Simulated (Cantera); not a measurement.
Input: 1 mol Nb2O5, 340 mol H2, 0.5 mol H2O, at 1575 K and 0.130 bar.

Equilibrium computed with Cantera from the NASA thermochemical tables; the gas is ideal and each condensed phase is pure. Candidate condensed phases: H2O, Nb, NbO, NbO2, Nb2O5; 12 gas species. Condensed phases not in the tables: the oxides between NbO2 and Nb2O5. Rates play no part.

Base state: H2 0.995, H2O 0.00441, H 0.000115 (mole fractions); condensed: NbO2(s).

Question: What changes in the equilibrium state with this change: Nb2O5 replaced by Ta2O5?

Answer: 
| species | before | after |
|---|---|---|
| H2 | 0.995 | 0.998 |
| H2O | 0.00441 | 0.00147 |
| H | 0.000115 | 0.000115 |
| NbO2(s), mol | 2.00 | 0 |
| Ta2O5(s), mol | 0 | 1.00 |
Further candidate phases: Ta, Ta2O5.
